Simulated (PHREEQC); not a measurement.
## Leach liquor: speciation

Dissolve 1 mmol/kgw HCl, 0.83 mmol/kgw FeSO4 and 1.7 mmol/kgw MgSO4 at 34 °C. Closed to the air; pH follows from the charge balance.

Computed with PHREEQC (ion-association model, phreeqc.dat).

- pH = 3.10
- ionic strength = 0.00893 mol/kgw
- specific conductance = 993 µS/cm
- total alkalinity = -1.00 meq/kg

```tsv
species	molality	activity	log γ
SO4-2	0.00192	0.00129	-0.170
Mg+2	0.00135	0.000922	-0.165
Cl-	0.000999	0.000903	-0.044
H+	0.000864	0.000791	-0.038
Fe+2	0.000700	0.000478	-0.165
MgSO4	0.000350	0.000351	0.001
HSO4-	0.000135	0.000122	-0.043
```

No solid was allowed to form.
